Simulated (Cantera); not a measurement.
Input: 1 mol SiH₄, 1.1 mol C₂H₂, 72 mol H₂, at 1250 K and 13300 Pa.

Method: chemical equilibrium by Gibbs-energy minimisation in Cantera with the NASA 1993 tables (ideal gas, pure condensed phases). Candidate condensed phases: C, C₆H₆, C₇H₈, C₈H₁₈, Si, SiC; 87 gas species. The numbers say what is thermodynamically allowed, not how fast it happens.

Base state: H₂ 0.999, CH₄ 0.00146 (mole fractions); condensed: C(graphite) + SiC(s).

Task: What changes in the equilibrium state with this change: temperature from 1250 K to 1673 K?

Result: 
| species | before | after |
|---|---|---|
| H₂ | 0.999 | 0.999 |
| H | 1.32e-6 | 0.000312 |
| CH₄ | 0.00146 | 0.000162 |
| C₂H₂ (acetylene) | 2.52e-7 | 5.69e-5 |
| C(graphite), mol | 1.09 | 1.18 |
| SiC(s), mol | 1.00 | 1.000 |

Task: What changes in the equilibrium state with this change: temperature from 1250 K to 1000 K?

Result: 
```tsv
species	before	after
H₂	0.999	0.988
CH₄	0.00146	0.0124
C(graphite), mol	1.09	0.279
SiC(s), mol	1.00	1.00
```
